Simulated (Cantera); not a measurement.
A closed system holds: 1 mol TiCl₄, a varied amount of H₂O, at 1025 K and 1.50 mbar.

Cantera equilibrium calculation (NASA polynomials, part measured and part estimated; ideal gas, pure solids and liquids). Candidate condensed phases: H₂O, Ti, TiCl₂, TiCl₃, TiCl₄, TiO, TiO₂, Ti₂O₃, Ti₃O₅, Ti₄O₇; 23 gas species. Condensed phases not in the tables: TiOCl. Rates play no part.

x: gas mole fraction; n: condensed amount in mol.

```csv
n(H₂O) (mol),x HCl,x H₂O,x TiCl₄,x Cl,n TiO₂(rutile)
1.2,0.857,2.05e-5,0.143,___,0.600
1.6,0.941,3.86e-5,0.0588,___,0.800
2.2,0.952,0.0476,4.05e-8,___,1.00
3.1,0.784,0.216,9.08e-10,___,1.00
4.2,0.645,0.355,1.54e-10,___,1.00
5.8,0.513,0.487,3.25e-11,___,1.00
8.1,0.396,0.604,7.53e-12,___,1.00
11,0.308,0.692,2.09e-12,___,1.00
15,0.235,0.765,<1e-12,___,1.00
```

Q: Some entries are withheld; supply them.

A: 
- 1.2, x Cl: 3.45e-5
- 1.6, x Cl: 2.94e-5
- 2.2, x Cl: 2.50e-5
- 3.1, x Cl: 2.22e-5
- 4.2, x Cl: 1.96e-5
- 5.8, x Cl: 1.69e-5
- 8.1, x Cl: 1.42e-5
- 11, x Cl: 1.20e-5
- 15, x Cl: 9.86e-6
